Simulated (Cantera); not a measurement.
An adiabatic, constant-pressure homogeneous reactor starts with CH4 : CO : O2 : N2 = 1 : 0.72 : 4.29 : 16.1 (molar parts), at 1500 K and 2480 Torr. Integrator tolerance rtol = 1e-08.

Computed with Cantera and GRI-Mech 3.0 (53 species, 325 reactions).

```csv
quantity,before,after
time of steepest temperature rise,0.358 ms,0.221 ms
temperature at 0.100 s,2532 K,2549 K
equilibrium temperature,2532 K,2549 K
x(CH4) at 0.100 s,<1e-12 (gas-phase equilibrium <1e-12),<1e-12 (gas-phase equilibrium <1e-12)
x(CO) at 0.100 s,0.00612 (gas-phase equilibrium 0.00612),0.00496 (gas-phase equilibrium 0.00496)
x(O2) at 0.100 s,0.0810 (gas-phase equilibrium 0.0810),0.0807 (gas-phase equilibrium 0.0807)
x(H2O2) at 0.100 s,3.33e-7 (gas-phase equilibrium 3.33e-7),4.77e-7 (gas-phase equilibrium 4.77e-7)
x(HO2) at 0.100 s,9.46e-6 (gas-phase equilibrium 9.46e-6),1.16e-5 (gas-phase equilibrium 1.16e-5)
x(C2H4) at 0.100 s,<1e-12 (gas-phase equilibrium <1e-12),<1e-12 (gas-phase equilibrium <1e-12)
```

What was changed between the two runs?
A) pressure from 2480 Torr to 4650 Torr
B) CO 0.72 to 0.28 parts
C) pressure from 2480 Torr to 750 Torr
D) initial temperature 1500 to 1525 K

A, pressure from 2480 Torr to 4650 Torr
